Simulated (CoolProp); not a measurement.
R142b at 298.15 K and 0.257 MPa is throttled through a valve to 0.034 MPa with no heat exchange. Each further row changes one setting.

The numbers come from the reference Helmholtz-energy equation of state, Lemmon 2006 in CoolProp. It is a short technical equation, of lower accuracy than the large ones.

```tsv
case	temperature change (K)	final density (kg/m³)
as stated	(withheld)	(withheld)
outlet pressure 0.0102 MPa	(withheld)	(withheld)
outlet pressure 0.0442 MPa	(withheld)	(withheld)
```

Q: Fill in the missing entries.

A: 
- as stated, temperature change (K): -6.4
- as stated, final density (kg/m³): 1.42
- outlet pressure 0.0102 MPa, temperature change (K): -7.1
- outlet pressure 0.0102 MPa, final density (kg/m³): 0.425
- outlet pressure 0.0442 MPa, temperature change (K): -6.1
- outlet pressure 0.0442 MPa, final density (kg/m³): 1.85
